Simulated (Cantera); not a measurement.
Input: 1 mol C3H6, 0.36 mol H2O, 0.26 mol N2, held at 2375 K and 15.0 mbar.

Method: chemical equilibrium by Gibbs-energy minimisation in Cantera with the NASA 1993 tables (ideal gas, pure condensed phases). Candidate condensed phases: C, C6H6, C7H8, C8H18, H2O; 136 gas species. Kinetics and transport are ignored.

Base state: H2 0.742, H 0.0992, CO 0.0860, N2 0.0563, HCN 0.0104, C2H2 (acetylene) 0.00461, HNC 0.00105, CN 6.69e-5 (mole fractions); condensed: C(graphite).

Q: What changes in the equilibrium state with this change: H2O from 0.36 to 0.89 mol?

A: 
```
species            before     after
----------------  -------  --------
H2                  0.742     0.679
CO                 0.0860     0.168
H                  0.0992    0.0949
N2                 0.0563    0.0442
HCN                0.0104   0.00883
HNC               0.00105  0.000888
CN                6.69e-5   5.93e-5
C4H2              1.18e-5   1.08e-5
C2H2 (acetylene)  0.00461   0.00421
C(graphite), mol     2.55      2.01
```

Q: What changes in the equilibrium state with this change: temperature from 2375 K to 2548 K?

A: 
```json
[
 {"species": "H2", "before": "0.742", "after": "0.641"},
 {"species": "H", "before": "0.0992", "after": "0.202"},
 {"species": "CO", "before": "0.0860", "after": "0.0813"},
 {"species": "N2", "before": "0.0563", "after": "0.0505"},
 {"species": "HCN", "before": "0.0104", "after": "0.0143"},
 {"species": "C3", "before": "4.26e-6", "after": "6.89e-5"},
 {"species": "C", "before": "1.82e-6", "after": "2.12e-5"},
 {"species": "C2H", "before": "3.34e-5", "after": "0.000212"},
 {"species": "CN", "before": "6.69e-5", "after": "0.000280"},
 {"species": "C(graphite), mol", "before": "2.55", "after": "2.49"}
]
```
